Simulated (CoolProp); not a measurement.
Neopentane at several states: Z from the reference equation and from simpler models built on Tc = 160.6 °C, pc = 3196 kPa, ω = 0.196; each cubic takes its own stable root.

Values from CoolProp's reference Helmholtz-energy equation of state, Lemmon 2006. It is a short technical equation, of lower accuracy than the large ones.

```tsv
T (°C)	p (kPa)	phase	reference
71.15	2230	liquid	0.1054
152.45	26.1	gas	0.9971
43.45	18.8	gas	0.9946
239.45	7080	supercritical	0.5441
260.55	8750	supercritical	0.5944
```

Task: How far does each simpler model (van der Waals, Redlich-Kwong, Soave-Redlich-Kwong) lie from the reference over these 5 states: mean and median of the absolute difference, and the worst?

Result: 
- van der Waals: mean 11.9 %, median 0.2 %, worst +56.4 % at 71.15 °C and 2230 kPa
- Redlich-Kwong: mean 2.3 %, median 0.1 %, worst +10.9 % at 71.15 °C and 2230 kPa
- Soave-Redlich-Kwong: mean 5.5 %, median 7.3 %, worst +10.1 % at 260.55 °C and 8750 kPa
